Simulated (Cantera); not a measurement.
**Transport properties of process gases**

Gas mixture: 21.4 % C₃H₈, 54.8 % N₂, 23.8 % C₂H₂, at 173 Torr, frozen composition.

Cantera's kinetic-theory transport with the Lennard-Jones parameters of GRI-Mech 3.0, ideal gas; thermal conductivity in the multicomponent form. The composition is frozen, though it would react at the higher temperatures.

```csv
T (K),ρ (kg/m³),cp (J/kg/K),μ (µPa s),λ (mW/m/K),Pr,D (cm²/s) H₂O,D (cm²/s) H,D (cm²/s) NH₃
400,0.214,1555,16.4,32.6,0.783,1.37,7.20,1.32
550,0.156,1797,21.0,47.2,0.801,2.51,12.7,2.42
700,0.122,1997,25.1,61.8,0.811,3.92,19.2,3.76
850,0.101,2166,28.8,76.3,0.817,5.57,26.8,5.32
1000,0.0857,2308,32.2,90.6,0.821,7.44,35.2,7.08
1150,0.0745,2415,35.4,104,0.823,9.51,44.6,9.03
1300,0.0659,2508,38.5,117,0.824,11.8,54.8,11.2
1450,0.0591,2588,41.4,130,0.825,14.2,65.8,13.5
```
D: mixture-averaged diffusion coefficient of that species in the mixture.
